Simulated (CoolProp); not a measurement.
Vapour-liquid equilibrium of ethanol (1) + p-xylene (2) at 353.9 K; x and y are mole fractions of (1).

Values from CoolProp's multi-fluid Helmholtz-energy mixture model, Schroeder 2014 and Zhou 2012; pair parameters Bell 2016.

Q: Give the bubble pressure and the first vapour's composition at x = 0.725, 0.8, 0.95. Is there an azeotrope?

A: x = 0.725: 0.09849 MPa, y = 0.882; x = 0.8: 0.1016 MPa, y = 0.904; x = 0.95: 0.1086 MPa, y = 0.972. No azeotrope shows between x = 0.05 and 0.95.

Pair parameters are fitted to limited data, so mixtures are less certain than the pure fluids. With so large a gap from Raoult's law the liquid may split in two, which this calculation doesn't test in full.
